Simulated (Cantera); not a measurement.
Input: 1 mol CH3SiH3, 0.14 mol C2H2, 630 mol H2, held at 1950 K and 10.0 mbar.

These are equilibrium values from Cantera (NASA tables, ideal gas, pure condensed phases), not measurements of a reactor. Candidate condensed phases: C, C6H6, C7H8, C8H18, Si, SiC; 87 gas species. The feed counts by its element totals alone. The numbers say what is thermodynamically allowed, not how fast it happens.

Base state: H2 0.988, H 0.0114, C2H2 (acetylene) 0.000298, Si 0.000145, SiH 1.10e-5 (mole fractions); condensed: SiC(s).

### Question
What changes in the equilibrium state with this change: pressure from 10.0 mbar to 1.33 mbar?

### Answer
| species | before | after |
|---|---|---|
| H2 | 0.988 | 0.968 |
| H | 0.0114 | 0.0309 |
| Si | 0.000145 | 0.000810 |
| SiC2 | 2.62e-6 | 2.64e-5 |
| Si2C | 3.21e-6 | 1.79e-5 |
| SiH | 1.10e-5 | 2.23e-5 |
| SiC(s), mol | 0.892 | 0.422 |
| C(graphite), mol | 0 | 0.131 |

### Question
What changes in the equilibrium state with this change: pressure from 10.0 mbar to 0.570 bar?

### Answer
```
species             before     after
----------------  --------  --------
H2                   0.988     0.998
H                   0.0114   0.00152
C2H2 (acetylene)  0.000298  0.000151
Si                0.000145   3.60e-6
CH4                3.53e-6  0.000146
SiH                1.10e-5   2.08e-6
SiC(s), mol          0.892     0.992
```
